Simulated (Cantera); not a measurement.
Feed: 1 mol Si, 0.017 mol H₂O, 170 mol H₂, equilibrated at 7.50 Torr.

These are equilibrium values from Cantera (NASA tables, ideal gas, pure condensed phases), not measurements of a reactor. Candidate condensed phases: H₂O, Si, SiO₂; 18 gas species. Gases not in the tables: Si₂H₆ and higher silanes. Kinetics and transport are ignored.

Q: What share of the Si ends up in condensed phases as a function of T (K), at 1475, 1550, 1625, 1700, 1775, 1850, 1925, 2000, 2075?

A: 
```tsv
T (K)	Si condensed (%)	as
1475	98.3	Si(s)
1550	98.2	Si(s)
1625	97.9	Si(s)
1700	96.7	Si(l)
1775	93.6	Si(l)
1850	85.3	Si(l)
1925	64.3	Si(l)
2000	14.4	Si(l)
2075	0.0	-
```
